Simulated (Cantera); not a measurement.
An isothermal, constant-pressure homogeneous reactor starts with 0.728 % H2, 33.1 % O2, 66.2 % N2, at 975 K and 0.0132 atm.

Computed with Cantera and the H2/O2 subset of GRI-Mech 3.0, which has no nitrogen chemistry. Radical loss at walls, strong at low pressure, is not modelled.

x: mole fraction; the columns are a selection and need not sum to one.

| t (s) | x H2 | x O2 | x HO2 | x OH | x H |
|---|---|---|---|---|---|
| 8.00e-6 | 0.00728 | 0.331 | <1e-12 | <1e-12 | <1e-12 |
| 4.63e-5 | 0.00728 | 0.331 | <1e-12 | <1e-12 | <1e-12 |
| 0.000267 | 0.00728 | 0.331 | 3.11e-12 | <1e-12 | 2.43e-12 |
| 0.00155 | 0.00728 | 0.331 | 1.83e-11 | 1.09e-11 | 1.06e-11 |
| 0.00894 | 0.00728 | 0.331 | 1.52e-10 | 8.53e-10 | 5.95e-10 |
| 0.0517 | ? | 0.327 | 1.92e-6 | 0.000445 | 0.00124 |
| 0.299 | ? | 0.328 | 6.66e-7 | 7.44e-5 | 3.47e-5 |
| 1.73 | ? | 0.328 | 1.16e-7 | 1.53e-5 | 3.18e-7 |
| 10.0 | ? | 0.328 | 1.07e-8 | 3.35e-6 | 3.24e-9 |

Task: Fill in the missing entries.

Result: 
- 0.0517, x H2: 0.000638
- 0.299, x H2: 1.17e-5
- 1.73, x H2: 4.57e-7
- 10.0, x H2: 1.73e-8
